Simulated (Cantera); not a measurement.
Charge: 1 mol SiCl4, 0.44 mol H2, held at 975 K and 0.860 bar.

Cantera equilibrium calculation (NASA polynomials, part measured and part estimated; ideal gas, pure solids and liquids). Candidate condensed phases: Si; 19 gas species. The tables' values for SiCl3 are old estimates; treat these amounts as uncertain. The numbers say what is thermodynamically allowed, not how fast it happens.

Base state: SiCl4 0.662, H2 0.273, HCl 0.0327, SiHCl3 0.0316, SiCl3 0.000814, SiH2Cl2 0.000158, SiCl2 2.84e-5 (mole fractions); condensed: gas only.

Q: What changes in the equilibrium state with this change: temperature from 975 K to 1125 K?

A: 
```tsv
species	before	after
SiCl4	0.662	0.635
H2	0.273	0.251
HCl	0.0327	0.0581
SiHCl3	0.0316	0.0476
SiCl2	2.84e-5	0.00107
SiCl3	0.000814	0.00742
SiH2Cl2	0.000158	0.000438
```
